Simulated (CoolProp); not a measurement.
Vapour-liquid equilibrium of carbon dioxide (1) + C2F6 (R116) (2) at 624 kPa; x and y are mole fractions of (1).

Values from CoolProp's multi-fluid Helmholtz-energy mixture model, Span 1996 and Lemmon 2006; pair parameters Bell 2016.

| x | bubble temperature (°C) | y at the bubble point | dew temperature at overall composition x (°C) | liquid density (mol/L) |
|---|---|---|---|---|
| 0.05 | -39.6 | 0.145 | -37.2 | 10.56 |
| 0.125 | -44.4 | 0.323 | -39.0 | 11.27 |
| 0.2 | -48.3 | 0.452 | -41.0 | 11.99 |
| 0.275 | -51.1 | 0.543 | -43.1 | 12.75 |
| 0.35 | -53.1 | 0.605 | -45.2 | 13.55 |
| 0.425 | -54.4 | 0.647 | -47.4 | 14.41 |
| 0.5 | -55.1 | 0.677 | -49.8 | 15.37 |
| 0.575 | -55.6 | 0.699 | -52.2 | 16.45 |
| 0.65 | -55.8 | 0.717 | -54.4 | 17.67 |
| 0.725 | -55.9 | 0.735 | -55.9 | 19.09 |
| 0.8 | -55.9 | 0.759 | -55.5 | 20.74 |
| 0.875 | -55.5 | 0.801 | -54.4 | 22.65 |
| 0.95 | -54.2 | 0.887 | -53.1 | 24.83 |

y crosses x between x = 0.725 and 0.8: the model has an azeotrope there.

The pair parameters rest on a limited set of measurements; away from them the model extrapolates.
